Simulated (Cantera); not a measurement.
An adiabatic, constant-pressure homogeneous reactor starts with CH4 : O2 : N2 = 1 : 3.92 : 14.7 (molar parts), equivalence ratio 0.51, at 1725 K and 100000 Pa. Integrator tolerance rtol = 1e-08.

Cantera simulation using GRI-Mech 3.0 (53 species, 325 reactions); the numbers are that mechanism's predictions, not measurements.

### Question
What does this change do: CH4 1 to 2.6 parts?

### Answer
| quantity | before | after |
|---|---|---|
| time of steepest temperature rise | 0.171 ms | 0.193 ms |
| temperature at 0.600 s | 2560 K | 2833 K |
| equilibrium temperature | 2560 K | 2833 K |
| x(CH4) at 0.600 s | <1e-12 (gas-phase equilibrium <1e-12) | <1e-12 (gas-phase equilibrium <1e-12) |
| x(O2) at 0.600 s | 0.0878 (gas-phase equilibrium 0.0878) | 0.00550 (gas-phase equilibrium 0.00550) |
| x(CH3) at 0.600 s | <1e-12 (gas-phase equilibrium <1e-12) | <1e-12 (gas-phase equilibrium <1e-12) |
| x(NO) at 0.600 s | 0.0159 (gas-phase equilibrium 0.0159) | 0.00559 (gas-phase equilibrium 0.00559) |
| x(OH) at 0.600 s | 0.0133 (gas-phase equilibrium 0.0133) | 0.0181 (gas-phase equilibrium 0.0181) |
| x(CH2O) at 0.600 s | 7.15e-12 (gas-phase equilibrium 7.15e-12) | 1.62e-9 (gas-phase equilibrium 1.62e-9) |

### Question
What does this change do: constant volume in place of constant pressure?

### Answer
| quantity | before | after |
|---|---|---|
| time of steepest temperature rise | 0.171 ms | 0.165 ms |
| temperature at 0.600 s | 2560 K | 2695 K |
| equilibrium temperature | 2560 K | 2695 K |
| x(CH4) at 0.600 s | <1e-12 (gas-phase equilibrium <1e-12) | <1e-12 (gas-phase equilibrium <1e-12) |
| x(O2) at 0.600 s | 0.0878 (gas-phase equilibrium 0.0878) | 0.0856 (gas-phase equilibrium 0.0856) |
| x(CH3) at 0.600 s | <1e-12 (gas-phase equilibrium <1e-12) | <1e-12 (gas-phase equilibrium <1e-12) |
| x(NO) at 0.600 s | 0.0159 (gas-phase equilibrium 0.0159) | 0.0194 (gas-phase equilibrium 0.0194) |
| x(OH) at 0.600 s | 0.0133 (gas-phase equilibrium 0.0133) | 0.0169 (gas-phase equilibrium 0.0169) |
| x(CH2O) at 0.600 s | 7.15e-12 (gas-phase equilibrium 7.15e-12) | 2.24e-11 (gas-phase equilibrium 2.24e-11) |

### Question
What does this change do: initial temperature 1725 to 1775 K?

### Answer
```csv
quantity,before,after
time of steepest temperature rise,0.171 ms,0.126 ms
temperature at 0.600 s,2560 K,2587 K
equilibrium temperature,2560 K,2587 K
x(CH4) at 0.600 s,<1e-12 (gas-phase equilibrium <1e-12),<1e-12 (gas-phase equilibrium <1e-12)
x(O2) at 0.600 s,0.0878 (gas-phase equilibrium 0.0878),0.0873 (gas-phase equilibrium 0.0873)
x(CH3) at 0.600 s,<1e-12 (gas-phase equilibrium <1e-12),<1e-12 (gas-phase equilibrium <1e-12)
x(NO) at 0.600 s,0.0159 (gas-phase equilibrium 0.0159),0.0166 (gas-phase equilibrium 0.0166)
x(OH) at 0.600 s,0.0133 (gas-phase equilibrium 0.0133),0.0143 (gas-phase equilibrium 0.0143)
x(CH2O) at 0.600 s,7.15e-12 (gas-phase equilibrium 7.15e-12),8.99e-12 (gas-phase equilibrium 8.99e-12)
```
